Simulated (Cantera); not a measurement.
Thermodynamics of abatement and gas-phase synthesis, feed CS₂ + SO₂ + O₂

Input: 1 mol CS₂, 0.21 mol SO₂, 0.041 mol O₂, held at 120000 Pa.

Equilibrium computed with Cantera from the NASA thermochemical tables; the gas is ideal and each condensed phase is pure. Candidate condensed phases: C, S; 22 gas species. Gases not in the tables: S₃ to S₇. Equilibrium is a limit: real reactors are often held back by kinetics, nucleation or transport.

```tsv
T (K)	x CS₂	x S₂	x CO	x COS	x CO₂
873	0.414	0.243	0.0238	0.269	0.0416
1023	0.375	0.299	0.0996	0.201	0.0257
1173	0.339	0.337	0.203	0.112	0.00888
1323	0.321	0.360	0.263	0.0537	0.00213
1473	0.315	0.369	0.289	0.0264	0.000526
1623	0.312	0.373	0.300	0.0143	0.000154
1773	0.309	0.375	0.305	0.00845	5.46e-5
1923	0.303	0.377	0.307	0.00542	2.28e-5
```
x: gas mole fraction; nothing condenses.

From 873 K to 1923 K nothing is condensed. The main C-bearing gas is CS₂ at 873 K and CO at 1923 K.
